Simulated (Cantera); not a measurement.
Source: NASA polynomial tables (part measured, part estimated), evaluated in Cantera. Values are per mole of reaction as written; species without (g) are pure solids or liquids, kept so even where they would boil at 1 bar.

6 Nb + 5 O3(g) → 3 Nb2O5

| T (K) | ΔH° (kJ) | ΔS° (J/K) | ΔG° (kJ) | log10 K | condensed phases |
|---|---|---|---|---|---|
| 300 | -6407.5 | -1001.4 | -6107.1 | 1063.33 | Nb(s), Nb2O5(s) |
| 2073 | -5931.9 | -670.8 | -4541.4 | 114.43 | Nb(s), Nb2O5(l) |
| 2098 | -5927.7 | -668.8 | -4524.6 | 112.65 | Nb(s), Nb2O5(l) |
| 2123 | ___ | ___ | ___ | ___ | Nb(s), Nb2O5(l) |
| 2148 | -5919.6 | -664.9 | -4491.3 | 109.22 | Nb(s), Nb2O5(l) |
| 2173 | -5915.7 | -663.1 | -4474.7 | 107.56 | Nb(s), Nb2O5(l) |
| 2198 | -5911.9 | -661.4 | -4458.2 | 105.94 | Nb(s), Nb2O5(l) |
| 2223 | -5908.2 | -659.7 | -4441.6 | 104.36 | Nb(s), Nb2O5(l) |
| 2248 | ___ | ___ | ___ | ___ | Nb(s), Nb2O5(l) |
| 2273 | -5901.1 | -656.6 | -4408.7 | 101.31 | Nb(s), Nb2O5(l) |
| 2298 | ___ | ___ | ___ | ___ | Nb(s), Nb2O5(l) |

Some entries are withheld; supply them.


- 2123, ΔH° (kJ): -5923.6
- 2123, ΔS° (J/K): -666.8
- 2123, ΔG° (kJ): -4508.0
- 2123, log10 K: 110.91
- 2248, ΔH° (kJ): -5904.6
- 2248, ΔS° (J/K): -658.1
- 2248, ΔG° (kJ): -4425.2
- 2248, log10 K: 102.82
- 2298, ΔH° (kJ): -5897.8
- 2298, ΔS° (J/K): -655.1
- 2298, ΔG° (kJ): -4392.3
- 2298, log10 K: 99.84
